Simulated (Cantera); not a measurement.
A freely propagating, adiabatic, planar premixed flame of 12.7 % CH4, 0.535 % H2, 19.7 % O2, 61.4 % N2, 5.60 % H2O, equivalence ratio 1.3, unburnt at 623 K and 4200 Torr; multicomponent transport, grid criteria slope 0.08 and curve 0.16, no radiation.

Detailed kinetics in Cantera: GRI-Mech 3.0 (53 species, 325 reactions). Burning velocities carry a grid error of a few per cent, more on coarse grids.

Problem. Predict: laminar burning velocity; thermal thickness; peak x(C2H6); peak x(H).

Solution. 
| Quantity | Value |
|---|---|
| laminar burning velocity | 64.4 cm/s |
| thermal thickness | 0.109 mm |
| peak x(C2H6) | 0.00139 |
| peak x(H) | 0.00419 |
